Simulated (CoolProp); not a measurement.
Vapour-liquid equilibrium of ethylbenzene (1) + p-xylene (2) at 221.85 °C; x and y are mole fractions of (1).

Computed with CoolProp (multi-fluid Helmholtz-energy mixture model, Zhou 2012 and Zhou 2012; pair parameters Bell 2016).

| x | bubble pressure (MPa) | y at the bubble point | dew pressure at overall composition x (MPa) | liquid density (mol/L) |
|---|---|---|---|---|
| 0.05 | 0.6210 | 0.052 | 0.6209 | 6.219 |
| 0.15 | 0.6245 | 0.156 | 0.6244 | 6.223 |
| 0.25 | 0.6276 | 0.257 | 0.6274 | 6.227 |
| 0.35 | 0.6304 | 0.358 | 0.6302 | 6.232 |
| 0.45 | 0.6329 | 0.458 | 0.6327 | 6.237 |
| 0.55 | 0.6352 | 0.557 | 0.6350 | 6.243 |
| 0.65 | 0.6373 | 0.656 | 0.6371 | 6.248 |
| 0.75 | 0.6393 | 0.755 | 0.6392 | 6.254 |
| 0.85 | 0.6413 | 0.853 | 0.6412 | 6.261 |
| 0.95 | 0.6433 | 0.951 | 0.6433 | 6.267 |

No azeotrope shows between x = 0.05 and 0.95.

The pair parameters rest on a limited set of measurements; away from them the model extrapolates.
